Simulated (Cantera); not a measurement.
An isothermal, constant-pressure homogeneous reactor starts with NH3 : N2 = 1 : 3.5 (molar parts), at 2298 K and 22.5 Torr.

Detailed kinetics in Cantera: the gas-phase N/H chemistry of the illustrative SiF4/NH3 mechanism in the Surface Chemkin manual (1991). Walls and surfaces, which speed up NH3 decomposition in real reactors, are not modelled.

Question: Predict: x(NH3) at 1.00 s; x(H2) at 1.00 s; x(N) at 1.00 s; x(N2) at 1.00 s; x(H) at 1.00 s.

Answer: 
```
Quantity                                           Result
----------------  ---------------------------------------
x(NH3) at 1.00 s  1.34e-6 (gas-phase equilibrium 4.28e-8)
x(H2) at 1.00 s       0.263 (gas-phase equilibrium 0.255)
x(N) at 1.00 s    9.49e-7 (gas-phase equilibrium 1.86e-7)
x(N2) at 1.00 s       0.722 (gas-phase equilibrium 0.717)
x(H) at 1.00 s      0.0158 (gas-phase equilibrium 0.0281)
```
